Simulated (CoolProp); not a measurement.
Vapour-liquid equilibrium of ethane (1) + n-pentane (2) at 269.6 K; x and y are mole fractions of (1).

Values from CoolProp's multi-fluid Helmholtz-energy mixture model, Bücker 2006 and Thol 2019; pair parameters Kunz 2012.

Q: Give the bubble pressure and the first vapour's composition at x = 0.275, 0.725, 0.875. Is there an azeotrope?

A: x = 0.275: 568.3 kPa, y = 0.966; x = 0.725: 1491 kPa, y = 0.991; x = 0.875: 1837 kPa, y = 0.996. No azeotrope shows between x = 0.05 and 0.95.

Pair parameters are fitted to limited data, so mixtures are less certain than the pure fluids.
